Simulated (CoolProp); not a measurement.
Properties of R1132(E) at several states (Tc = 348.8 K, pc = 5.174 MPa, ω = 0.245).

Model: reference Helmholtz-energy equation of state, Akasaka 2024, in CoolProp.

```csv
T (K),p (MPa),phase,Z,isothermal compressibility (1/MPa),expansivity (1/kK),fugacity coefficient
331,5.12,liquid,0.1513,0.02273,8.193,0.5242
356.3,0.0674,gas,0.9958,14.90,2.848,0.9958
290.5,0.0364,gas,0.9954,27.60,3.495,0.9955
```
